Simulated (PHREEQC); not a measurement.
Consider water at 25 °C with 0.02 mol HCl, 0.14 mol FeSO4 and 0.0045 mol Fe2(SO4)3 per kg of water. Closed to the air; pH follows from the charge balance.

All values are PHREEQC results (ion-association model, phreeqc.dat), not measurements.

```tsv
quantity	before	after
pH	2.31	3.32
ionic strength (mol/kgw)	0.315	0.310
Fe+2 (mol/kgw)	0.0760	0.0734
SO4-2 (mol/kgw)	0.0684	0.0766
FeSO4 (mol/kgw)	0.0606	0.0663
HSO4- (mol/kgw)	0.0109	0.00121
SI of Melanterite (FeSO4:7H2O)	-1.24	-1.20
```

Question: Name the change that produced these shifts.
A. HCl from 0.02 to 0.022 mol/kgw
B. temperature from 25 to 45 °C
C. diluted 10-fold with water
D. HCl from 0.02 to 0.1 mol/kgw
E. HCl left out

Answer: E, HCl left out

This is a speciation only: nothing precipitates in the calculation. Some of these states are supersaturated (in Hematite (slow to form), Goethite (slow to form), Fe(OH)3(a), for instance).
